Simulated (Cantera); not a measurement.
Standard-state values (1 bar) from the NASA 1993 polynomials, evaluated with Cantera. Values are per mole of reaction as written; species without (g) are pure solids or liquids, kept so even where they would boil at 1 bar.

6 B2O3(g) + 12 F(g) → 4 B3O3F3(g) + 3 O2(g)

| T (K) | ΔH° (kJ) | ΔS° (J/K) | ΔG° (kJ) | log10 K |
|---|---|---|---|---|
| 2323 | -5360.1 | -1638.0 | -1555.2 | 34.97 |
| 2398 | ___ | ___ | ___ | ___ |
| 2473 | -5352.6 | -1634.8 | -1309.7 | 27.66 |
| 2548 | ___ | ___ | ___ | ___ |
| 2623 | ___ | ___ | ___ | ___ |
| 2698 | ___ | ___ | ___ | ___ |
| 2773 | -5337.2 | -1628.9 | -820.2 | 15.45 |
| 2848 | -5333.2 | -1627.5 | -698.1 | 12.80 |
| 2923 | -5329.3 | -1626.1 | -576.1 | 10.29 |

Problem. Complete the blanks.

Solution. 
- 2398, ΔH° (kJ): -5356.4
- 2398, ΔS° (J/K): -1636.4
- 2398, ΔG° (kJ): -1432.4
- 2398, log10 K: 31.20
- 2548, ΔH° (kJ): -5348.8
- 2548, ΔS° (J/K): -1633.3
- 2548, ΔG° (kJ): -1187.2
- 2548, log10 K: 24.34
- 2623, ΔH° (kJ): -5344.9
- 2623, ΔS° (J/K): -1631.8
- 2623, ΔG° (kJ): -1064.7
- 2623, log10 K: 21.20
- 2698, ΔH° (kJ): -5341.1
- 2698, ΔS° (J/K): -1630.3
- 2698, ΔG° (kJ): -942.4
- 2698, log10 K: 18.25
